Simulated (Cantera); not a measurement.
An isothermal, constant-pressure homogeneous reactor starts with CH₄ : N₂ = 1 : 11 (molar parts), at 1800 K and 0.444 atm.

Detailed kinetics in Cantera: GRI-Mech 3.0 (53 species, 325 reactions). GRI-Mech 3.0 stops at C3 and has no aromatics, soot or wall deposition, so with more carbon than oxygen in the feed, carbon stays in small species such as C2H2 where larger ones or solid carbon would form.

Predict: x(CH₄) at 10.0 s; x(HCN) at 10.0 s; x(CH₂) at 10.0 s; x(H) at 10.0 s; x(C₂H) at 10.0 s; x(H₂) at 10.0 s.


```json
{
  "x(CH₄) at 10.0 s": "0.000197 (gas-phase equilibrium 0.000103)",
  "x(HCN) at 10.0 s": "3.13e-5 (gas-phase equilibrium 0.0563)",
  "x(CH₂) at 10.0 s": "1.12e-8 (gas-phase equilibrium 5.84e-9)",
  "x(H) at 10.0 s": "0.000182 (gas-phase equilibrium 0.000182)",
  "x(C₂H) at 10.0 s": "5.31e-7 (gas-phase equilibrium 1.42e-7)",
  "x(H₂) at 10.0 s": "0.115 (gas-phase equilibrium 0.115)"
}
```
